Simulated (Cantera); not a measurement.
## Low-pressure radical oxidation in H2/O2

An isothermal, constant-pressure homogeneous reactor starts with 3.97 % H₂, 33.1 % O₂, 62.9 % N₂, at 1423 K and 0.00957 atm.

Model: the H2/O2 subset of GRI-Mech 3.0, which has no nitrogen chemistry, integrated in Cantera. Radical loss at walls, strong at low pressure, is not modelled. The temperature is held fixed by assumption; the heat of reaction is taken as removed at once.

```tsv
t (s)	x H₂	x O₂	x OH	x H	x H₂O₂
4.00e-6	0.0397	0.331	3.19e-11	1.19e-9	<1e-12
3.00e-5	0.0397	0.331	1.52e-9	7.81e-9	1.69e-12
0.000225	0.0397	0.331	5.18e-8	5.96e-8	8.98e-11
0.00169	0.0388	0.330	0.000293	0.000272	3.12e-9
0.0126	0.00122	0.301	0.00432	0.00744	2.23e-8
0.0949	0.000976	0.305	0.00388	0.00504	2.17e-8
0.711	0.000235	0.314	0.00194	0.000538	1.35e-8
5.33	8.73e-6	0.317	0.000375	3.73e-6	2.14e-9
40.0	6.03e-7	0.318	9.86e-5	6.77e-8	3.35e-10
```
x: mole fraction; the columns are a selection and need not sum to one.

Equilibrium at this temperature and pressure: H₂ 4.70e-7, O₂ 0.318, OH 8.71e-5, H 4.65e-8, H₂O₂ 2.92e-10 (gas phase only).
